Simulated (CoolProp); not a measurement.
Properties of ethanol along the isotherm 620 K (Tc = 514.7 K, pc = 6.268 MPa, ω = 0.644).

Computed with CoolProp (reference Helmholtz-energy equation of state, Schroeder 2014).

| p (MPa) | phase | expansivity (1/kK) | viscosity (µPa s) |
|---|---|---|---|
| 0.0991 | gas | 1.628 | 18.1 |
| 0.15 | gas | 1.635 | 18.1 |
| 0.226 | gas | 1.647 | 18.1 |
| 0.34 | gas | 1.664 | 18.1 |
| 0.513 | gas | 1.691 | 18.1 |
| 0.774 | gas | 1.733 | 18.2 |
| 1.17 | gas | 1.798 | 18.3 |
| 1.76 | gas | 1.901 | 18.4 |
| 2.66 | gas | 2.072 | 18.6 |
| 4.01 | gas | 2.368 | 19.1 |
| 6.05 | gas | 2.937 | 20.1 |
| 9.13 | supercritical | 4.230 | 22.4 |
| 13.8 | supercritical | 7.144 | 29.4 |
| 20.8 | supercritical | 6.235 | 44.6 |
| 31.3 | supercritical | 3.859 | 59.4 |

Viscosity comes from a separate model (Kiselev 2005).
